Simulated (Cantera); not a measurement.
Equilibrium for silicon carbide growth: CH3SiH3 + HCl + H2

Feed: 1 mol CH3SiH3, 1.6 mol HCl, 49 mol H2, at 3200 Pa.

Cantera equilibrium calculation (NASA polynomials, part measured and part estimated; ideal gas, pure solids and liquids). Candidate condensed phases: C, C6H6, C7H8, C8H18, Si, SiC; 109 gas species. The feed counts by its element totals alone. The tables' values for SiCl are old estimates; treat these amounts as uncertain. Gases not in the tables: Si2H6 and higher silanes. Kinetics and transport are ignored.

From 1350 K to 2325 K the condensed part is SiC(s). The main Si-bearing gas is SiCl2 at 1350 K and Si at 2325 K.

```csv
T (K),x H2,x H,x HCl,x Si,x C2H2 (acetylene),x Cl,x SiC2,x Si2C,n SiC(s)
1350,0.970,1.31e-5,0.0298,9.70e-11,7.18e-8,3.35e-7,<1e-12,<1e-12,0.998
1425,0.970,3.76e-5,0.0298,7.44e-10,4.49e-7,9.44e-7,<1e-12,<1e-12,0.998
1500,0.970,9.69e-5,0.0298,4.78e-9,2.20e-6,2.40e-6,2.10e-12,7.28e-12,0.998
1575,0.970,0.000229,0.0297,2.82e-8,7.70e-6,5.57e-6,3.41e-11,7.51e-11,0.997
1650,0.970,0.000500,0.0297,1.61e-7,1.85e-5,1.20e-5,3.75e-10,7.11e-10,0.997
1725,0.969,0.00102,0.0296,8.63e-7,3.42e-5,2.42e-5,3.05e-9,6.03e-9,0.995
1800,0.968,0.00197,0.0295,4.17e-6,5.58e-5,4.60e-5,2.00e-8,4.43e-8,0.993
1875,0.967,0.00360,0.0294,1.77e-5,8.76e-5,8.30e-5,1.12e-7,2.76e-7,0.990
1950,0.964,0.00629,0.0292,6.51e-5,0.000142,0.000143,5.70e-7,1.44e-6,0.984
2025,0.960,0.0105,0.0290,0.000205,0.000247,0.000236,2.71e-6,6.23e-6,0.972
2100,0.953,0.0170,0.0286,0.000557,0.000469,0.000376,1.22e-5,2.28e-5,0.946
2175,0.942,0.0265,0.0282,0.00135,0.000928,0.000579,5.19e-5,7.25e-5,0.889
2250,0.926,0.0399,0.0276,0.00300,0.00183,0.000863,0.000205,0.000208,0.764
2325,0.902,0.0584,0.0268,0.00626,0.00349,0.00125,0.000746,0.000550,0.494
```
x: gas mole fraction; n: condensed amount in mol.
